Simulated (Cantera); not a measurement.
# Thermodynamics of nitride etching, feed BN + O₂ + Cl₂

Feed: 1 mol BN, 0.21 mol O₂, 1.8 mol Cl₂, at 850 K and 75.0 Torr.

Method: chemical equilibrium by Gibbs-energy minimisation in Cantera with the NASA 1993 tables (ideal gas, pure condensed phases). Candidate condensed phases: B, BN, B₂O₃; 25 gas species. Kinetics and transport are ignored.

```json
{
  "x(Cl₂)": "0.371",
  "x(BCl₃)": "0.324",
  "x(N₂)": "0.258",
  "x(B₃O₃Cl₃)": "0.0474",
  "x(Cl)": "5.38e-5",
  "n(B₂O₃(l))": "0.0480 mol",
  "gas_amount": "1.940 mol",
  "log10 activity of B(s) (absent)": "-21.47"
}
```
